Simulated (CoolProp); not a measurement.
Vapour-liquid equilibrium of R1234ze(E) (1) + R227EA (2) at 222.5 K; x and y are mole fractions of (1).

Computed with CoolProp (multi-fluid Helmholtz-energy mixture model, Thol 2016 and Lemmon 2016; pair parameters Bell 2023).

```tsv
x	bubble pressure (MPa)	y at the bubble point	dew pressure at overall composition x (MPa)	liquid density (mol/L)
0.05	0.01759	0.061	0.01755	9.839
0.125	0.01789	0.149	0.01781	9.983
0.2	0.01818	0.233	0.01807	10.13
0.275	0.01845	0.314	0.01832	10.29
0.35	0.01871	0.391	0.01858	10.44
0.425	0.01895	0.466	0.01882	10.61
0.5	0.01918	0.538	0.01906	10.78
0.575	0.01938	0.609	0.01929	10.95
0.65	0.01956	0.678	0.01949	11.13
0.725	0.01972	0.746	0.01968	11.32
0.8	0.01986	0.814	0.01984	11.52
0.875	0.01998	0.883	0.01997	11.72
0.95	0.02008	0.953	0.02007	11.93
```

No azeotrope shows between x = 0.05 and 0.95.

Pair parameters are fitted to limited data, so mixtures are less certain than the pure fluids.
